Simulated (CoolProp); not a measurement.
Vapour-liquid equilibrium of propane (1) + R227EA (2) at 41.75 °C; x and y are mole fractions of (1).

Computed with CoolProp (multi-fluid Helmholtz-energy mixture model, Lemmon 2009 and Lemmon 2016; pair parameters Bell 2016).

Task: Give the bubble pressure and the first vapour's composition at x = 0.2, 0.35, 0.875. Is there an azeotrope?

Result: x = 0.2: 1.130 MPa, y = 0.405; x = 0.35: 1.316 MPa, y = 0.538; x = 0.875: 1.509 MPa, y = 0.854. y crosses x between x = 0.725 and 0.8: the model has an azeotrope there.

The pair parameters rest on a limited set of measurements; away from them the model extrapolates.
